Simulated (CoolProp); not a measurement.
Values from CoolProp's reference Helmholtz-energy equation of state, Schmidt 1985. Above 300 K oxygen's equation is extrapolated.

For oxygen, give the phase and the cp (kJ/(kg K)) at -9.45 °C and 11.6 MPa; 97.35 °C and 11.6 MPa; 133.05 °C and 11.6 MPa.


- -9.45 °C and 11.6 MPa: supercritical; cp 1.21
- 97.35 °C and 11.6 MPa: supercritical; cp 1.04
- 133.05 °C and 11.6 MPa: supercritical; cp 1.03
